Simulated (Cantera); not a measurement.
A Cantera script and its output.

```python
import numpy as np
import cantera as ct

gas = ct.Solution("gri30.yaml")
gas.TPX = 1150, 25000, {'N2O': 1, 'H2O': 0.11}
inlet = ct.Reservoir(gas, clone=True)

reactor = ct.IdealGasConstPressureReactor(gas, energy="off", clone=False)
exhaust = ct.Reservoir(gas, clone=True)
tau = [7.3, 2.6, 0.95, 0.34, 0.12, 0.045, 0.016, 0.0059, 0.0021, 0.00078][0]
for a, b in ((inlet, reactor), (reactor, exhaust)):
    ct.MassFlowController(a, b, mdot=lambda t: reactor.mass / tau)
net = ct.ReactorNet([reactor])
show = ['N2O', 'H2O', 'O2', 'NO2', 'NO']

rows = []
print(f"{'tau/s':>10s}{'T/K':>9s}" + "".join(f"{s:>11s}" for s in show))
for tau in [7.3, 2.6, 0.95, 0.34, 0.12, 0.045, 0.016, 0.0059, 0.0021, 0.00078]:
    net.initial_time = 0.0
    net.advance(30 * tau)
    before = gas.X
    net.advance(40 * tau)
    drift = np.max(np.abs(gas.X - before) / (gas.X + 1e-9))
    rows.append([gas.T, *gas[show].X, drift])
    print(f"{tau:10.3e}{gas.T:9.1f}" + "".join(f"{x:11.3e}" for x in gas[show].X))
```

It prints:

```
     tau/s      T/K        N2O        H2O         O2        NO2         NO
 7.300e+00   1150.0  4.948e-01  8.523e-02  1.313e-01  5.571e-04  1.651e-02
 2.600e+00   1150.0  6.900e-01  9.191e-02  6.785e-02  6.417e-04  8.595e-03
 9.500e-01   1150.0  8.083e-01  9.595e-02  2.959e-02  5.728e-04  3.657e-03
 3.400e-01   1150.0  8.649e-01  9.787e-02  1.139e-02  3.898e-04  1.339e-03
 1.200e-01   1150.0  8.878e-01  9.865e-02  4.125e-03  1.986e-04  4.632e-04
 4.500e-02   1150.0  8.959e-01  9.892e-02  1.556e-03  7.980e-05  1.790e-04
 1.600e-02   1150.0  8.991e-01  9.903e-02  5.505e-04  2.205e-05  7.153e-05
 5.900e-03   1150.0  9.003e-01  9.907e-02  1.991e-04  4.317e-06  3.023e-05
 2.100e-03   1150.0  9.007e-01  9.909e-02  6.794e-05  4.496e-07  1.175e-05
 7.800e-04   1150.0  9.008e-01  9.909e-02  2.399e-05  2.342e-08  4.414e-06
```

Cantera simulation using GRI-Mech 3.0 (53 species, 325 reactions); the numbers are that mechanism's predictions, not measurements. GRI-Mech 3.0 was tuned for natural gas; its chemistry of N2O as a main component is partial and can be far from experiment. The mechanism lacks the step 2 NO + O2 → 2 NO2, which can matter for NO2 below about 1400 K. The temperature is held fixed by assumption; the heat of reaction is taken as removed at once.
